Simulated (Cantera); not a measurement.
Input (Python, Cantera) and output of one run.

```python
import numpy as np
import cantera as ct

gas_names = """
    H HO2 H2 H2O H2O2 O OH O2 O3 Ti TiO TiO2
""".split()
cond_names = """
    H2O(s) H2O(L) Ti(a) Ti(b) Ti(L) TiO(a) TiO(b) TiO(L) TiO2(ru) TiO2(L) Ti2O3(a) Ti2O3(b) Ti2O3(L)
    Ti3O5(a) Ti3O5(b) Ti3O5(L) Ti4O7(s) Ti4O7(L)
""".split()


# ... load() reads the species with a 1 bar reference pressure and builds the phases ...
atoms = {
    'Ti': {'Ti': 1},
    'O2': {'O': 2},
    'H2': {'H': 2},
}
top_T = {}  # K; cautious upper limits of use, not melting points


# ... equilibrate(T, P, feed) seeds the gas with the atoms and calls Mixture.equilibrate('TP', solver="vcs", rtol=1e-11, max_steps=5000) ...
results = []
T = 1223  # K
P = 190000  # Pa
for m in [0.26, 0.32, 0.39, 0.48, 0.58, 0.71, 0.86, 1.1, 1.3, 1.6]:
    feed = {'Ti': 1, 'O2': m, 'H2': 93}  # mol
    mix = equilibrate(T, P, feed)
    results.append((T, P, feed, dict(zip(mix.species_names, mix.species_moles))))
    x = sorted(zip(gas.X, gas.species_names), reverse=True)
    print(f"T = {T:g} K  P = {P:g} Pa  n(O2) = {m:g} mol  gas = {mix.phase_moles(0):.4g} mol")
    print("   x: " + "  ".join(f"{s} {v:.3e}" for v, s in x if v > 1e-06))
    print("   condensed (mol): " + ("  ".join(f"{mix.phase(i).name} {mix.phase_moles(i):.4g}"
          for i in range(1, mix.n_phases) if mix.phase_moles(i) > 1e-12) or "none"))
```

It prints:

```
T = 1223 K  P = 190000 Pa  n(O2) = 0.26 mol  gas = 93 mol
   x: H2 1.000e+00
   condensed (mol): Ti(b) 0.48  TiO(a) 0.52
T = 1223 K  P = 190000 Pa  n(O2) = 0.32 mol  gas = 93 mol
   x: H2 1.000e+00
   condensed (mol): Ti(b) 0.36  TiO(a) 0.64
T = 1223 K  P = 190000 Pa  n(O2) = 0.39 mol  gas = 93 mol
   x: H2 1.000e+00
   condensed (mol): Ti(b) 0.22  TiO(a) 0.78
T = 1223 K  P = 190000 Pa  n(O2) = 0.48 mol  gas = 93 mol
   x: H2 1.000e+00
   condensed (mol): Ti(b) 0.04  TiO(a) 0.96
T = 1223 K  P = 190000 Pa  n(O2) = 0.58 mol  gas = 93 mol
   x: H2 1.000e+00
   condensed (mol): TiO(a) 0.6801  Ti2O3(b) 0.16
T = 1223 K  P = 190000 Pa  n(O2) = 0.71 mol  gas = 93 mol
   x: H2 1.000e+00
   condensed (mol): TiO(a) 0.1601  Ti2O3(b) 0.42
T = 1223 K  P = 190000 Pa  n(O2) = 0.86 mol  gas = 93 mol
   x: H2 9.998e-01  H2O 2.363e-04
   condensed (mol): Ti3O5(b) 0.2079  Ti4O7(s) 0.09409
T = 1223 K  P = 190000 Pa  n(O2) = 1.1 mol  gas = 93 mol
   x: H2 9.978e-01  H2O 2.151e-03
   condensed (mol): TiO2(ru) 1
T = 1223 K  P = 190000 Pa  n(O2) = 1.3 mol  gas = 93 mol
   x: H2 9.935e-01  H2O 6.452e-03
   condensed (mol): TiO2(ru) 1
T = 1223 K  P = 190000 Pa  n(O2) = 1.6 mol  gas = 93 mol
   x: H2 9.871e-01  H2O 1.290e-02
   condensed (mol): TiO2(ru) 1
```

These are equilibrium values from Cantera (NASA tables, ideal gas, pure condensed phases), not measurements of a reactor. Mutual solubility and eutectic melting of coexisting phases are not modelled. TiO: taken at fixed stoichiometry. Condensed phases not in the tables: Magnéli phases beyond Ti4O7, N, O or C dissolved in the metal. Gases not in the tables: TiO(OH)2.
